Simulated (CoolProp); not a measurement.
Vapour-liquid equilibrium of R125 (1) + R152A (2) at 1.55 bar; x and y are mole fractions of (1).

The numbers come from the multi-fluid Helmholtz-energy mixture model, Lemmon 2005 and Outcalt 1996; pair parameters Bell 2016 in CoolProp.

```
x     bubble temperature, mixture model (K)  bubble temperature, Raoult's law (K)  y, mixture model  y, Raoult's law
----  -------------------------------------  ------------------------------------  ----------------  ---------------
0.05                                  257.0                                 257.1             0.124            0.126
0.2                                   251.9                                 251.8             0.395            0.413
0.35                                  247.8                                 247.3             0.582            0.608
0.5                                   244.2                                 243.5             0.723            0.747
0.65                                  240.9                                 240.3             0.835            0.848
0.8                                   237.8                                 237.4             0.921            0.924
0.95                                  235.0                                 234.9             0.984            0.983
```

The largest gap from Raoult's law is +0.7 K in bubble temperature, at x = 0.5. No azeotrope shows between x = 0.05 and 0.95.

Pair parameters are fitted to limited data, so mixtures are less certain than the pure fluids.
